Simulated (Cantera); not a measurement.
A Cantera script and what it prints.

```python
import numpy as np
import cantera as ct

gas_names = """
    H HO2 H2 H2O H2O2 O OH O2 O3 Ta TaO TaO2
""".split()
cond_names = """
    H2O(s) H2O(L) Ta(cr) Ta(L) Ta2O5(s) Ta2O5(L)
""".split()


def load(file, names, dense=False):
    # The tables refer to 1 bar. Condensed volumes are neglected.
    table = {s.name: s for s in ct.Species.list_from_file(file)}
    out = []
    for n in names:
        d = dict(table[n].input_data)
        d["thermo"] = dict(d["thermo"], **{"reference-pressure": 1e5})
        if dense:
            d["equation-of-state"] = {"model": "constant-volume", "density": "1e6 g/cm^3"}
        out.append(ct.Species.from_dict(d))
    return out


gas = ct.Solution(thermo="ideal-gas", species=load("nasa_gas.yaml", gas_names))
cond = {s.name: ct.Solution(thermo="fixed-stoichiometry", species=[s], name=s.name)
        for s in load("nasa_condensed.yaml", cond_names, dense=True)}
atoms = {
    'Ta': {'Ta': 1},
    'H2O': {'H': 2, 'O': 1},
    'H2': {'H': 2},
}
top_T = {}  # K; cautious upper limits of use, not melting points


def equilibrate(T, P, feed):
    n = {}
    for name, mol in feed.items():
        for a, k in atoms[name].items():
            n[a] = n.get(a, 0.0) + k * mol
    gas.TPX = T, P, n
    mass = sum(n.values()) * gas.mean_molecular_weight
    gas.equilibrate("TP")
    valid = [c for c in cond.values() if c.min_temp <= T <= top_T.get(c.name, c.max_temp)]
    mix = ct.Mixture([(gas, mass / gas.mean_molecular_weight)] + [(c, 0.0) for c in valid])
    mix.T, mix.P = T, P
    mix.equilibrate("TP", solver="vcs", rtol=1e-11, max_steps=5000)
    return mix


results = []
T = 2575  # K
P = 133.322  # Pa
for m in [0.013, 0.022, 0.04, 0.071, 0.13, 0.23, 0.4]:
    feed = {'Ta': 1, 'H2O': m, 'H2': 23}  # mol
    mix = equilibrate(T, P, feed)
    results.append((T, P, feed, dict(zip(mix.species_names, mix.species_moles))))

top = {s: max(r[3][s] / sum(r[3][g] for g in gas_names) for r in results) for s in gas_names}
cols = sorted((s for s in top if top[s] > 0.0001), key=lambda s: -top[s])[:8]
seen = [c for c in cond_names if any(r[3].get(c, 0) > 1e-12 for r in results)]
print("log10 of partial pressures in bar; condensed amounts in mol")
print(f"{'n(H2O)':>10s}" + "".join(f"{s[:9]:>10s}" for s in cols + seen))
for T, P, feed, n in results:
    ng = sum(n[g] for g in gas_names)
    print(f"{feed['H2O']:10.4g}" + "".join(f"{np.log10(max(n[s] / ng * P / 1e5, 1e-99)):10.3f}" for s in cols)
          + "".join(f"{n.get(c, 0):10.4g}" for c in seen))
```

It prints:

```
log10 of partial pressures in bar; condensed amounts in mol
    n(H2O)         H        H2       TaO      TaO2       H2O    Ta(cr)
     0.013    -3.097    -3.273    -6.294    -8.507    -8.106    0.9873
     0.022    -3.097    -3.273    -6.070    -8.057    -7.882    0.9787
      0.04    -3.097    -3.274    -5.817    -7.553    -7.630    0.9616
     0.071    -3.098    -3.274    -5.580    -7.078    -7.393    0.9327
      0.13    -3.098    -3.275    -5.338    -6.593    -7.152    0.8792
      0.23    -3.099    -3.277    -5.120    -6.157    -6.935    0.7922
       0.4    -3.100    -3.280    -4.921    -5.760    -6.739    0.6517
```

Equilibrium computed with Cantera from the NASA thermochemical tables; the gas is ideal and each condensed phase is pure. Condensed phases not in the tables: N, O or C dissolved in the metal.
